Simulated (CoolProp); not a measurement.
Vapour-liquid equilibrium of R143a (1) + R1234yf (2) at 787 kPa; x and y are mole fractions of (1).

Model: multi-fluid Helmholtz-energy mixture model, Lemmon and Jacobsen 2000 and Lemmon 2022; pair parameters Bell 2016, in CoolProp.

| x | bubble temperature, mixture model (°C) | bubble temperature, Raoult's law (°C) | y, mixture model | y, Raoult's law |
|---|---|---|---|---|
| 0.05 | 28.6 | 28.7 | … | 0.088 |
| 0.2 | … | 24.5 | … | 0.316 |
| 0.35 | … | 20.7 | 0.471 | 0.501 |
| 0.5 | 17.0 | 17.3 | … | 0.653 |
| 0.65 | 14.0 | 14.2 | 0.750 | 0.778 |
| 0.8 | … | 11.4 | 0.865 | 0.884 |
| 0.95 | 8.7 | 8.7 | 0.968 | 0.973 |

Problem. Fill in the missing entries.

Solution. 
- 0.05, y, mixture model: 0.082
- 0.2, bubble temperature, mixture model (°C): 24.2
- 0.2, y, mixture model: 0.295
- 0.35, bubble temperature, mixture model (°C): 20.4
- 0.5, y, mixture model: 0.621
- 0.8, bubble temperature, mixture model (°C): 11.3

The largest gap from Raoult's law is -0.3 K in bubble temperature, at x = 0.35. No azeotrope shows between x = 0.05 and 0.95.

Pair parameters are fitted to limited data, so mixtures are less certain than the pure fluids.
